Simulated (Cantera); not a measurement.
An isothermal, constant-pressure homogeneous reactor starts with H₂ : O₂ = 0.01 : 3 (molar parts), equivalence ratio 0.0017, at 1150 K and 20.0 Torr.

Computed with Cantera and the H2/O2 subset of GRI-Mech 3.0, which has no nitrogen chemistry. Radical loss at walls, strong at low pressure, is not modelled.

x: mole fraction; the columns are a selection and need not sum to one.

```json
[
 {"t (s)": "4.00e-5", "x H₂": "0.00332", "x O₂": "0.997", "x OH": "4.32e-11", "x HO₂": "9.09e-11", "x H₂O₂": "<1e-12"},
 {"t (s)": "0.000144", "x H₂": "0.00332", "x O₂": "0.997", "x OH": "2.66e-10", "x HO₂": "3.28e-10", "x H₂O₂": "<1e-12"},
 {"t (s)": "0.000517", "x H₂": "0.00332", "x O₂": "0.997", "x OH": "1.31e-9", "x HO₂": "(withheld)", "x H₂O₂": "<1e-12"},
 {"t (s)": "0.00186", "x H₂": "0.00332", "x O₂": "0.997", "x OH": "1.19e-8", "x HO₂": "(withheld)", "x H₂O₂": "1.32e-12"},
 {"t (s)": "0.00667", "x H₂": "0.00331", "x O₂": "0.997", "x OH": "3.89e-6", "x HO₂": "(withheld)", "x H₂O₂": "3.46e-11"},
 {"t (s)": "0.0240", "x H₂": "9.67e-6", "x O₂": "0.994", "x OH": "0.000233", "x HO₂": "(withheld)", "x H₂O₂": "1.51e-8"},
 {"t (s)": "0.0862", "x H₂": "2.96e-6", "x O₂": "0.995", "x OH": "0.000167", "x HO₂": "(withheld)", "x H₂O₂": "1.20e-8"},
 {"t (s)": "0.310", "x H₂": "8.90e-7", "x O₂": "0.996", "x OH": "9.25e-5", "x HO₂": "(withheld)", "x H₂O₂": "9.45e-9"},
 {"t (s)": "1.11", "x H₂": "1.31e-7", "x O₂": "0.997", "x OH": "3.62e-5", "x HO₂": "(withheld)", "x H₂O₂": "4.33e-9"},
 {"t (s)": "4.00", "x H₂": "1.49e-8", "x O₂": "0.997", "x OH": "1.24e-5", "x HO₂": "(withheld)", "x H₂O₂": "9.34e-10"}
]
```

### Question
Fill in the missing entries.

### Answer

- 0.000517, x HO₂: 1.18e-9
- 0.00186, x HO₂: 4.35e-9
- 0.00667, x HO₂: 6.77e-8
- 0.0240, x HO₂: 8.16e-7
- 0.0862, x HO₂: 5.88e-7
- 0.310, x HO₂: 3.10e-7
- 1.11, x HO₂: 9.76e-8
- 4.00, x HO₂: 2.02e-8
